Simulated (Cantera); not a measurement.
Cantera run, input and output.

```python
import numpy as np
import cantera as ct

gas = ct.Solution("gri30.yaml")
gas.TPX = 1898, 540000, {'CH4': 1, 'CO2': 4, 'H2': 0.067}
inlet = ct.Reservoir(gas, clone=True)

reactor = ct.IdealGasConstPressureReactor(gas, energy="off", clone=False)
exhaust = ct.Reservoir(gas, clone=True)
tau = [20, 6, 1.8, 0.56, 0.17, 0.052, 0.016, 0.0049][0]
for a, b in ((inlet, reactor), (reactor, exhaust)):
    ct.MassFlowController(a, b, mdot=lambda t: reactor.mass / tau)
net = ct.ReactorNet([reactor])
show = ['CH4', 'CO2', 'H2', 'H2O2', 'C2H6', 'CH3']

rows = []
print(f"{'tau/s':>10s}{'T/K':>9s}" + "".join(f"{s:>11s}" for s in show))
for tau in [20, 6, 1.8, 0.56, 0.17, 0.052, 0.016, 0.0049]:
    net.initial_time = 0.0
    net.advance(30 * tau)
    before = gas.X
    net.advance(40 * tau)
    drift = np.max(np.abs(gas.X - before) / (gas.X + 1e-9))
    rows.append([gas.T, *gas[show].X, drift])
    print(f"{tau:10.3e}{gas.T:9.1f}" + "".join(f"{x:11.3e}" for x in gas[show].X))
```

It prints:

```
     tau/s      T/K        CH4        CO2         H2       H2O2       C2H6        CH3
 2.000e+01   1898.0  3.880e-05  2.293e-01  9.707e-02  6.300e-11  1.268e-10  8.194e-07
 6.000e+00   1898.0  1.318e-04  2.295e-01  9.696e-02  6.094e-11  1.425e-09  2.741e-06
 1.800e+00   1898.0  4.289e-04  2.302e-01  9.660e-02  5.982e-11  1.487e-08  8.843e-06
 5.600e-01   1898.0  1.235e-03  2.323e-01  9.550e-02  5.998e-11  1.237e-07  2.549e-05
 1.700e-01   1898.0  3.149e-03  2.393e-01  9.232e-02  6.202e-11  8.291e-07  6.592e-05
 5.200e-02   1898.0  6.719e-03  2.586e-01  8.459e-02  6.824e-11  4.077e-06  1.458e-04
 1.600e-02   1898.0  1.237e-02  3.022e-01  7.125e-02  8.077e-11  1.573e-05  2.847e-04
 4.900e-03   1898.0  2.184e-02  3.777e-01  5.787e-02  9.036e-11  5.351e-05  5.205e-04
```

Computed with Cantera and GRI-Mech 3.0 (53 species, 325 reactions).
